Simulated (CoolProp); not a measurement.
Properties of n-decane along the isobar 5.49 bar (Tc = 617.7 K, pc = 21.01 bar, ω = 0.488).

The numbers come from the reference Helmholtz-energy equation of state, Lemmon 2006 in CoolProp. It is a short technical equation, of lower accuracy than the large ones.

```csv
T (K),phase,density (kg/m³),cv (kJ/(kg K)),Joule-Thomson coefficient (K/MPa),viscosity (µPa s)
327.3,liquid,704.3,1.889,-0.3932,584
351.9,liquid,685.0,1.989,-0.3610,447
376.6,liquid,665.3,2.090,-0.3255,355
401.2,liquid,645.1,2.190,-0.2857,288
425.9,liquid,624.0,2.289,-0.2388,238
450.5,liquid,602.0,2.385,-0.1813,199
475.1,liquid,578.4,2.478,-0.1055,168
499.8,liquid,552.4,2.570,0.003915,141
524.4,liquid,522.9,2.660,0.1820,118
549.1,gas,20.65,2.681,17.20,9.60
573.7,gas,19.03,2.752,13.63,10.0
```

Viscosity comes from a separate model (Huber 2004).
